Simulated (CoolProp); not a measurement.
A Linde-Hampson liquefier for ethylene: isothermal reversible compression at 320 K from 1 atm to 20 MPa, throttling to 1 atm, return gas leaving the recuperator 2 K below the feed. Each further row changes one setting.

The numbers come from the reference Helmholtz-energy equation of state, Smukala 2000 in CoolProp.

```tsv
case	liquid yield per pass	compression work (kJ/kg of gas)
as stated	…	418
high pressure 40 MPa	…	468
warm-end temperature 350 K	…	483
warm-end gap 7 K	…	418
```

Question: Some entries are withheld; supply them.

Answer: 
- as stated, liquid yield per pass: 0.414
- high pressure 40 MPa, liquid yield per pass: 0.425
- warm-end temperature 350 K, liquid yield per pass: 0.328
- warm-end gap 7 K, liquid yield per pass: 0.407
